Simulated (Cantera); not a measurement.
A freely propagating, adiabatic, planar premixed flame of H₂ : O₂ : N₂ = 1 : 0.238 : 0.895 (molar parts), equivalence ratio 2.1, unburnt at 625 K and 1.70 bar; mixture-averaged transport, grid criteria slope 0.08 and curve 0.16, no radiation.

Model: the H2/O2 subset of GRI-Mech 3.0, which has no nitrogen chemistry, integrated in Cantera. Burning velocities carry a grid error of a few per cent, more on coarse grids.

**Question.** What does this change do: inlet temperature 625 to 498 K?

**Answer.** 
| quantity | before | after |
|---|---|---|
| laminar burning velocity | 994 cm/s | 670 cm/s |
| thermal thickness | 0.234 mm | 0.212 mm |
| peak x(O) | 0.00365 | 0.00301 |
| peak x(H₂O₂) | 1.22e-5 | 3.41e-5 |
| peak x(HO₂) | 0.000359 | 0.000480 |
| peak x(H) | 0.0840 | 0.0734 |
